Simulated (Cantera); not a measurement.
What does this Cantera script print?

```python
import numpy as np
import cantera as ct

gas_names = [...]  # 116 gases of nasa_gas.yaml made of C, H, Mg, O
cond_names = """
    C(gr) C6H6(L) C7H8(L) C8H18(L),n-octa H2O(s) H2O(L) Mg(cr) Mg(L) MgCO3(s) MgO(s) MgO(L) MgO2H2(s)
""".split()


# ... load() reads the species with a 1 bar reference pressure and builds the phases ...
atoms = {
    'MgCO3': {'Mg': 1, 'C': 1, 'O': 3},
    'CO2': {'C': 1, 'O': 2},
    'H2O': {'H': 2, 'O': 1},
    'C': {'C': 1},
}
top_T = {'C(gr)': 4500}  # K; cautious upper limits of use, not melting points


# ... equilibrate(T, P, feed) seeds the gas with the atoms and calls Mixture.equilibrate('TP', solver="vcs", rtol=1e-11, max_steps=5000) ...
results = []
feed = {'MgCO3': 1, 'CO2': 0.056, 'H2O': 0.96, 'C': 0.015}  # mol
P = 1333.22  # Pa
for T in [1725, 1750, 1775, 1800, 1825, 1850, 1875, 1900, 1925, 1950, 1975]:
    mix = equilibrate(T, P, feed)
    results.append((T, P, feed, dict(zip(mix.species_names, mix.species_moles))))

top = {s: max(r[3][s] / sum(r[3][g] for g in gas_names) for r in results) for s in gas_names}
cols = sorted((s for s in top if top[s] > 0.001), key=lambda s: -top[s])[:5]
seen = [c for c in cond_names if any(r[3].get(c, 0) > 1e-12 for r in results)]
print("log10 of partial pressures in bar; condensed amounts in mol")
print(f"{'T/K':>10s}" + "".join(f"{s[:9]:>10s}" for s in cols + seen))
for T, P, feed, n in results:
    ng = sum(n[g] for g in gas_names)
    print(f"{T:10.4g}" + "".join(f"{np.log10(max(n[s] / ng * P / 1e5, 1e-99)):10.3f}" for s in cols)
          + "".join(f"{n.get(c, 0):10.4g}" for c in seen))
```

Result:

```
log10 of partial pressures in bar; condensed amounts in mol
       T/K       CO2       H2O        CO        O2        H2    MgO(s)
      1725    -2.165    -2.205    -3.747    -4.913    -4.334         1
      1750    -2.166    -2.205    -3.719    -4.731    -4.317         1
      1775    -2.167    -2.206    -3.684    -4.568    -4.293         1
      1800    -2.169    -2.207    -3.644    -4.422    -4.264         1
      1825    -2.171    -2.208    -3.600    -4.293    -4.230         1
      1850    -2.174    -2.209    -3.553    -4.176    -4.193         1
      1875    -2.177    -2.211    -3.504    -4.071    -4.153         1
      1900    -2.180    -2.212    -3.454    -3.974    -4.110         1
      1925    -2.184    -2.214    -3.403    -3.886    -4.067         1
      1950    -2.188    -2.217    -3.351    -3.804    -4.023    0.9999
      1975    -2.194    -2.219    -3.300    -3.728    -3.978    0.9999
```

Equilibrium computed with Cantera from the NASA thermochemical tables; the gas is ideal and each condensed phase is pure.
